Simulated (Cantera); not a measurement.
Charge: 1 mol C2H4, 0.011 mol O2, 77 mol H2, held at 0.510 bar.

Cantera equilibrium calculation (NASA polynomials, part measured and part estimated; ideal gas, pure solids and liquids). Candidate condensed phases: C, C6H6, C7H8, C8H18, H2O; 110 gas species. The numbers say what is thermodynamically allowed, not how fast it happens. All values below are at 2250 K.

Base state: H2 0.986, H 0.0103, C2H2 (acetylene) 0.00330, CO 0.000277, CH4 0.000117, CH3 2.33e-5 (mole fractions); condensed: C(graphite).

Question: What changes in the equilibrium state with this change: pressure from 0.510 bar to 9.10 bar?

Answer: 
| species | before | after |
|---|---|---|
| H2 | 0.986 | 0.992 |
| C2H2 (acetylene) | 0.00330 | 0.00332 |
| H | 0.0103 | 0.00245 |
| CH4 | 0.000117 | 0.00212 |
| C2H4 | 3.24e-6 | 5.84e-5 |
| CH3 | 2.33e-5 | 9.93e-5 |
| C(graphite), mol | 1.44 | 1.27 |
